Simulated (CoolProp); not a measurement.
Vapour-liquid equilibrium of R13 (1) + isobutane (2) at 237 kPa; x and y are mole fractions of (1).

Computed with CoolProp (multi-fluid Helmholtz-energy mixture model, Platzer 1990 and Bücker 2006; pair parameters Bell 2016). This equation is an older, rougher fit; its heat capacities, sound speeds and derivatives of the liquid may be far off and weren't checked against measurements.

Task: Give the bubble temperature and the first vapour's composition at x = 0.2, 0.35, 0.65. Is there an azeotrope?

Result: x = 0.2: 237.9 K, y = 0.862; x = 0.35: 226.6 K, y = 0.931; x = 0.65: 216.8 K, y = 0.972. No azeotrope shows between x = 0.05 and 0.95.

Pair parameters are fitted to limited data, so mixtures are less certain than the pure fluids.
